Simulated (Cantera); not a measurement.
Input: 1 mol FeS2, 4.9 mol O2, 0.88 mol N2, at 5180 Torr.

Method: chemical equilibrium by Gibbs-energy minimisation in Cantera with the NASA 1993 tables (ideal gas, pure condensed phases). Candidate condensed phases: Fe, FeO, FeS, FeSO4, FeS2, Fe2O3, Fe2(SO4)3, Fe3O4, S; 19 gas species. Mutual solubility and eutectic melting of coexisting phases are not modelled. Rates play no part.

### Question
At 1050 K, list the 5 most abundant gas species with their mole fractions, and the condensed phases.

### Answer
O2 0.462, N2 0.325, SO3 0.138, SO2 0.0746, NO 5.04e-5. Condensed: Fe2O3(s) + Fe2(SO4)3(s).
